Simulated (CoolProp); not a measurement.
A single-stage vapour-compression cycle with R507A: evaporating at 213.15 K (dew point), condensing at 258.15 K (bubble point), superheat 0 K, subcooling 0 K, compressor efficiency 0.8, no pressure losses. Each further row changes one setting.

The numbers come from the reference Helmholtz-energy equation of state, Lemmon 2003 in CoolProp. It is a pseudo-pure fit of the blend.

```
case                              cooling COP  pressure ratio  discharge temperature (K)  refrigerating effect (kJ/kg)  volumetric capacity (kJ/m³)
--------------------------------  -----------  --------------  -------------------------  ----------------------------  ---------------------------
as stated                                3.09            7.39                      282.0                           148                          435
evaporating temperature 218.15 K         3.65             ___                        ___                           ___                          572
condensing temperature 253.15 K           ___            6.16                        ___                           155                          455
subcooling 5 K                            ___            7.39                      282.0                           155                          455
superheat 10 K                           3.09            7.39                      292.9                           ___                          434
compressor efficiency 0.7                2.70            7.39                      289.5                           148                          435
```

Q: Some entries are withheld; supply them.

A: 
- evaporating temperature 218.15 K, pressure ratio: 5.64
- evaporating temperature 218.15 K, discharge temperature (K): 278.2
- evaporating temperature 218.15 K, refrigerating effect (kJ/kg): 151
- condensing temperature 253.15 K, cooling COP: 3.58
- condensing temperature 253.15 K, discharge temperature (K): 275.3
- subcooling 5 K, cooling COP: 3.23
- superheat 10 K, refrigerating effect (kJ/kg): 156
